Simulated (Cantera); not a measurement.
A closed system holds: 1 mol PbO, 0.57 mol H₂, 2.4 mol N₂, held at 7.50 Torr.

Cantera equilibrium calculation (NASA polynomials, part measured and part estimated; ideal gas, pure solids and liquids). Candidate condensed phases: H₂O, Pb, PbO, PbO₂, Pb₃O₄; 27 gas species. Each liquid is taken as pure. Mutual solubility and eutectic melting of coexisting phases are not modelled. Gases not in the tables: (PbO)n polymers. The numbers say what is thermodynamically allowed, not how fast it happens.

Task: Which condensed phases are stable at each of these points (T (K)): 848, 923, 998, 1073, 1148, 1223, 1298, 1373, 1448, 1523?

Result: 
| T (K) | condensed phases | Pb condensed (%) |
|---|---|---|
| 848 | Pb(l) + PbO(yellow) | 100.0 |
| 923 | Pb(l) + PbO(yellow) | 99.9 |
| 998 | Pb(l) + PbO(yellow) | 99.5 |
| 1073 | Pb(l) + PbO(yellow) | 97.7 |
| 1148 | Pb(l) + PbO(yellow) | 90.8 |
| 1223 | Pb(l) + PbO(l) | 66.4 |
| 1298 | PbO(l) | 26.9 |
| 1373 | gas only | 0.0 |
| 1448 | gas only | 0.0 |
| 1523 | gas only | 0.0 |

From 848 K to 1148 K the condensed part is Pb(l) + PbO(yellow). At 1223 K the condensed part is Pb(l) + PbO(l). At 1298 K the condensed part is PbO(l). From 1373 K to 1523 K nothing is condensed.
